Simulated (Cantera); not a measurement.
Feed: 1 mol V, 3.9 mol O2, held at 2500 °C and 0.133 bar.

Equilibrium computed with Cantera from the NASA thermochemical tables; the gas is ideal and each condensed phase is pure. Candidate condensed phases: V, VO, V2O3, V2O4, V2O5; 6 gas species. Rates play no part.

Base state: O2 0.650, VO2 0.242, O 0.108, VO 0.000411 (mole fractions); condensed: gas only.

Problem. What changes in the equilibrium state with this change: temperature from 2500 °C to 1202 °C?

Solution. 
```
species         before    after
------------  --------  -------
O2               0.650    1.000
O                0.108  7.86e-6
VO2              0.242  2.58e-7
VO            0.000411    <1e-9
V2O5(l), mol         0    0.500
```
Condensed phases not in the tables: the oxides between V2O3 and V2O5 other than VO2. Gases not in the tables: V4O10.
